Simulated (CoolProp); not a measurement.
The fluid at 293.15 K and 0.00681 MPa flows at 0.92 m/s in a round tube of 12.7 mm bore and 15 µm roughness, fully developed (64/Re and Nu = 3.66 if laminar; Colebrook and Gnielinski if turbulent). The same conditions are run with several fluids, on thermodynamics alone (safety and materials aside).

The numbers come from the reference Helmholtz-energy equation of state of each fluid (benzene: Thol 2012; isobutane: Bücker 2006; R410A: Lemmon 2003; R125: Lemmon 2005; dry air: Lemmon 2000) in CoolProp. Blends and air are pseudo-pure fits.

Rank benzene, isobutane, R410A, R125, dry air by Reynolds number, highest first.

benzene (344), R125 (308), isobutane (257), R410A (188), dry air (52.0)

```
fluid      Darcy friction factor  pressure drop (Pa/m)  heat-transfer coefficient (W/(m² K))  mass flow (kg/h)
---------  ---------------------  --------------------  ------------------------------------  ----------------
benzene                    0.186                  1.36                                  2.93            0.0919
isobutane                  0.249                  1.35                                  4.73            0.0683
R410A                      0.341                  2.30                                  3.71            0.0852
R125                       0.208                  2.33                                  3.93             0.141
dry air                     1.23                  3.32                                  7.45            0.0340
```

Transport values come from each fluid's own correlations.
